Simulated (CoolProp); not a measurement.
R245fa along the isotherm 166.85 °C: Z from the reference equation and from simpler models built on Tc = 153.9 °C, pc = 36.51 bar, ω = 0.378; each cubic takes its own stable root.

Model: reference Helmholtz-energy equation of state, Akasaka 2015, in CoolProp.

| p (bar) | phase | reference | van der Waals | Peng-Robinson |
|---|---|---|---|---|
| 0.577 | gas | 0.9953 | 0.9956 | 0.9946 |
| 1.31 | gas | 0.9893 | 0.9900 | 0.9876 |
| 2.99 | gas | 0.9753 | 0.9770 | 0.9715 |
| 6.8 | gas | 0.9424 | 0.9463 | 0.9342 |
| 15.5 | gas | ___ | ___ | ___ |
| 35.2 | gas | 0.5991 | 0.6083 | 0.5799 |
| 80.2 | supercritical | 0.3369 | 0.4651 | 0.3597 |
| 183 | supercritical | 0.6534 | 0.8948 | 0.6440 |

### Question
Some entries are withheld; supply them.

### Answer

- 15.5, reference: 0.8599
- 15.5, van der Waals: 0.8689
- 15.5, Peng-Robinson: 0.8433
